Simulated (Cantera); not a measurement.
Dilute partial oxidation

A perfectly stirred reactor is fed with CH4 : O2 : N2 = 0.017 : 0.054 : 1 (molar parts), at 1.48 atm; it is held at 1323 K, and followed from long to short residence time.

Cantera simulation using GRI-Mech 3.0 (53 species, 325 reactions); the numbers are that mechanism's predictions, not measurements. The temperature is held fixed by assumption; the heat of reaction is taken as removed at once.

| τ (s) | x CH4 | x O2 | x O | x N2O | x NO2 | x H2 | x H2O |
|---|---|---|---|---|---|---|---|
| 14 | 1.43e-6 | 0.0187 | 9.82e-7 | 3.59e-7 | 1.05e-8 | 1.31e-6 | 0.0317 |
| 4.7 | 2.94e-6 | 0.0187 | 1.97e-6 | 5.97e-7 | 1.42e-8 | 2.78e-6 | 0.0317 |
| 1.6 | 6.00e-6 | 0.0187 | 3.95e-6 | 8.47e-7 | 1.51e-8 | 5.93e-6 | 0.0317 |
| 0.56 | 1.20e-5 | 0.0187 | 7.82e-6 | 9.74e-7 | 1.21e-8 | 1.26e-5 | 0.0317 |
| 0.19 | 2.45e-5 | 0.0188 | 1.57e-5 | 9.24e-7 | 7.49e-9 | 2.75e-5 | 0.0316 |
| 0.066 | 4.88e-5 | 0.0190 | 3.05e-5 | 7.67e-7 | 4.28e-9 | 5.94e-5 | 0.0315 |
| 0.023 | 9.62e-5 | 0.0194 | 5.65e-5 | 5.86e-7 | 2.66e-9 | 0.000127 | 0.0313 |
| 0.0077 | 0.000198 | 0.0202 | 9.83e-5 | 4.12e-7 | 1.91e-9 | 0.000276 | 0.0309 |
x: mole fraction; the columns are a selection and need not sum to one.
